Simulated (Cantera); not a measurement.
A perfectly stirred reactor is fed with CH₄ : O₂ : N₂ = 0.016 : 0.022 : 1 (molar parts), at 990000 Pa; it is held at 1150 K, and followed from long to short residence time.

Model: GRI-Mech 3.0 (53 species, 325 reactions), integrated in Cantera. The temperature is held fixed by assumption; the heat of reaction is taken as removed at once.

One state of this run: x CH₄ = 0.00394; x O₂ = 0.00419; x C₂H₄ = 0.000228; x C₂H₂ = 9.16e-6; x OH = 4.95e-8; x HO₂ = 3.30e-6. x: mole fraction; the columns are a selection and need not sum to one.

Task: Which value of τ (s) does it belong to?
(A) 7.0
(B) 2.2
(C) 0.075
(D) 0.23

Result: D, 0.23
